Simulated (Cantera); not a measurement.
## Equilibrium for calcination and drying: LiOH + O2

Feed: 1 mol LiOH, 0.016 mol O2, equilibrated at 12.8 Torr.

Equilibrium computed with Cantera from the NASA thermochemical tables; the gas is ideal and each condensed phase is pure. Candidate condensed phases: H2O, Li, LiH, LiOH, Li2O; 17 gas species. Kinetics and transport are ignored.

```
T (K)   x H2O    x LiOH    x Li2O    x O2      x Li      x OH  n Li2O(s)
-----  ------  --------  --------  ------  --------  --------  ---------
823     0.969   1.40e-6    <1e-12  0.0310    <1e-12   9.22e-9      0.500
923     0.969   2.58e-5    <1e-12  0.0310    <1e-12   1.20e-7      0.500
1023    0.969  0.000274  2.42e-11  0.0310    <1e-12   9.53e-7      0.500
1123    0.967   0.00184   1.91e-9  0.0310  1.08e-10   5.22e-6      0.499
1223    0.960   0.00898   7.20e-8  0.0309   5.57e-9   2.16e-5      0.498
1323    0.935    0.0338   1.53e-6  0.0305   1.57e-7   7.13e-5      0.491
1423    0.868     0.102   2.08e-5  0.0294   2.75e-6  0.000193      0.472
1523    0.723     0.248  0.000197  0.0271   3.31e-5  0.000425      0.426
1623    0.492     0.481   0.00138  0.0235  0.000297  0.000747      0.334
1723    0.247     0.721   0.00766  0.0198   0.00207   0.00102      0.196
1823   0.0901     0.842    0.0346  0.0188    0.0113   0.00114     0.0491
```
x: gas mole fraction; n: condensed amount in mol.

From 823 K to 1823 K the condensed part is Li2O(s). The main Li-bearing gas is LiOH throughout.
